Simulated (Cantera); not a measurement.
Feed: 1 mol CH4, 3.9 mol H2, 17 mol N2, held at 1873 K and 1.33 mbar.

Equilibrium computed with Cantera from the NASA thermochemical tables; the gas is ideal and each condensed phase is pure. Candidate condensed phases: C, C6H6, C7H8, C8H18; 92 gas species. Kinetics and transport are ignored.

Base state: N2 0.737, H2 0.250, H 0.00884, HCN 0.00371, HNC 0.000165, C2H2 (acetylene) 7.80e-5 (mole fractions); condensed: C(graphite).

Question: What changes in the equilibrium state with this change: temperature from 1873 K to 1598.15 K?

Answer: 
```
species             before     after
----------------  --------  --------
N2                   0.737     0.742
H2                   0.250     0.257
HCN                0.00371  0.000883
H                  0.00884  0.000740
C2H2 (acetylene)   7.80e-5   6.93e-6
HNC               0.000165   2.01e-5
C(graphite), mol     0.907     0.979
```
